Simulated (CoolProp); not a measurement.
A simple Rankine cycle with trans-2-butene: condensing at 321.15 K, boiler at 3.23 MPa, turbine inlet 430.4 K, turbine efficiency 0.65, pump efficiency 0.7, no recuperator. Each further row changes one setting.

Model: reference Helmholtz-energy equation of state, Lemmon 2005, in CoolProp. It is a short technical equation, of lower accuracy than the large ones.

| case | thermal efficiency (%) | net work (kJ/kg) | heat in (kJ/kg) | turbine exit temperature (K) | volume ratio over the turbine |
|---|---|---|---|---|---|
| as stated | … | 51.0 | 485 | 363.1 | 8.82 |
| turbine inlet 450.4 K | 10.7 | 57.9 | … | 389.3 | … |
| condensing temperature 313.15 K | … | 57.6 | … | 358.0 | 11.0 |
| boiler pressure 2.26 MPa | 9.3 | 48.5 | 522 | 383.6 | … |
| turbine efficiency 0.55 | 8.7 | 42.1 | 485 | … | … |

Question: What belongs in the gaps?

Answer: 
- as stated, thermal efficiency (%): 10.5
- turbine inlet 450.4 K, heat in (kJ/kg): 543
- turbine inlet 450.4 K, volume ratio over the turbine: 8.13
- condensing temperature 313.15 K, thermal efficiency (%): 11.4
- condensing temperature 313.15 K, heat in (kJ/kg): 504
- boiler pressure 2.26 MPa, volume ratio over the turbine: 5.38
- turbine efficiency 0.55, turbine exit temperature (K): 367.7
- turbine efficiency 0.55, volume ratio over the turbine: 8.96
